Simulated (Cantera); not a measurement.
## Hydrocarbon pyrolysis for carbon deposition

An isothermal, constant-pressure homogeneous reactor starts with 47.6 % C2H6, 52.4 % N2, at 1125 K and 0.0267 bar.

Cantera simulation using GRI-Mech 3.0 (53 species, 325 reactions); the numbers are that mechanism's predictions, not measurements. GRI-Mech 3.0 stops at C3 and has no aromatics, soot or wall deposition, so with more carbon than oxygen in the feed, carbon stays in small species such as C2H2 where larger ones or solid carbon would form. Radical loss at walls, strong at low pressure, is not modelled.

```tsv
t (s)	x C2H6	x CH2	x CH3	x C2H4	x CH4
2.00e-6	0.476	<1e-12	5.57e-8	<1e-12	8.86e-11
1.14e-5	0.476	<1e-12	3.14e-7	4.35e-11	2.84e-9
6.45e-5	0.476	<1e-12	1.71e-6	7.55e-9	8.91e-8
0.000367	0.476	2.77e-12	7.75e-6	1.22e-6	2.47e-6
0.00208	0.476	3.00e-11	1.74e-5	0.000130	4.13e-5
0.0118	0.468	2.97e-10	4.82e-5	0.00499	0.000544
0.0672	0.401	4.25e-10	5.72e-5	0.0480	0.00569
0.382	0.166	2.80e-10	3.92e-5	0.192	0.0288
2.17	0.00430	2.20e-11	7.26e-6	0.261	0.0524
12.3	0.000702	3.94e-12	2.99e-6	0.213	0.0525
70.0	0.000414	3.14e-12	2.71e-6	0.109	0.0537
```
x: mole fraction; the columns are a selection and need not sum to one.

Equilibrium at this temperature and pressure: C2H6 9.26e-5, CH2 <1e-12, CH3 2.25e-6, C2H4 0.0356, CH4 0.220 (gas phase only).
